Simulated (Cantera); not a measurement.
# Moist CO burnout

An isothermal, constant-pressure homogeneous reactor starts with CO : O₂ : H₂O : N₂ = 0.0012 : 0.027 : 0.0074 : 1 (molar parts), equivalence ratio 0.022, at 1425 K and 1.18 atm.

Detailed kinetics in Cantera: GRI-Mech 3.0 (53 species, 325 reactions).

```json
[
 {"t (s)": "4.00e-6", "x CO": "0.00116", "x O₂": "0.0261", "x H₂O": "0.00715", "x O": "1.42e-10", "x OH": "4.69e-11", "x N₂O": "<1e-12", "x NO": "<1e-12"},
 {"t (s)": "1.73e-5", "x CO": "0.00116", "x O₂": "0.0261", "x H₂O": "0.00715", "x O": "5.97e-10", "x OH": "2.41e-10", "x N₂O": "<1e-12", "x NO": "<1e-12"},
 {"t (s)": "7.50e-5", "x CO": "0.00116", "x O₂": "0.0261", "x H₂O": "0.00715", "x O": "2.41e-9", "x OH": "1.74e-9", "x N₂O": "<1e-12", "x NO": "<1e-12"},
 {"t (s)": "0.000324", "x CO": "0.00116", "x O₂": "0.0261", "x H₂O": "0.00715", "x O": "1.18e-8", "x OH": "2.07e-8", "x N₂O": "3.38e-12", "x NO": "<1e-12"},
 {"t (s)": "0.00140", "x CO": "0.00116", "x O₂": "0.0261", "x H₂O": "0.00714", "x O": "8.33e-7", "x OH": "1.98e-6", "x N₂O": "3.46e-10", "x NO": "1.23e-12"},
 {"t (s)": "0.00608", "x CO": "0.000240", "x O₂": "0.0256", "x H₂O": "0.00708", "x O": "7.30e-5", "x OH": "0.000107", "x N₂O": "4.67e-7", "x NO": "3.19e-8"},
 {"t (s)": "0.0263", "x CO": "8.13e-6", "x O₂": "0.0255", "x H₂O": "0.00714", "x O": "4.12e-6", "x OH": "2.66e-5", "x N₂O": "6.76e-7", "x NO": "7.60e-8"},
 {"t (s)": "0.114", "x CO": "1.55e-7", "x O₂": "0.0255", "x H₂O": "0.00715", "x O": "4.64e-7", "x OH": "9.00e-6", "x N₂O": "2.84e-7", "x NO": "8.65e-8"},
 {"t (s)": "0.493", "x CO": "1.03e-8", "x O₂": "0.0255", "x H₂O": "0.00715", "x O": "2.07e-7", "x OH": "6.00e-6", "x N₂O": "2.77e-8", "x NO": "8.87e-8"},
 {"t (s)": "2.13", "x CO": "9.99e-9", "x O₂": "0.0255", "x H₂O": "0.00715", "x O": "2.04e-7", "x OH": "5.95e-6", "x N₂O": "2.46e-8", "x NO": "9.20e-8"},
 {"t (s)": "9.24", "x CO": "9.99e-9", "x O₂": "0.0255", "x H₂O": "0.00715", "x O": "2.04e-7", "x OH": "5.95e-6", "x N₂O": "2.46e-8", "x NO": "1.06e-7"},
 {"t (s)": "40.0", "x CO": "9.99e-9", "x O₂": "0.0255", "x H₂O": "0.00715", "x O": "2.04e-7", "x OH": "5.95e-6", "x N₂O": "2.46e-8", "x NO": "1.67e-7"}
]
```
x: mole fraction; the columns are a selection and need not sum to one.

Equilibrium at this temperature and pressure: CO 1.00e-8, O₂ 0.0253, H₂O 0.00715, O 2.03e-7, OH 5.94e-6, N₂O 2.45e-8, NO 0.000322 (gas phase only).
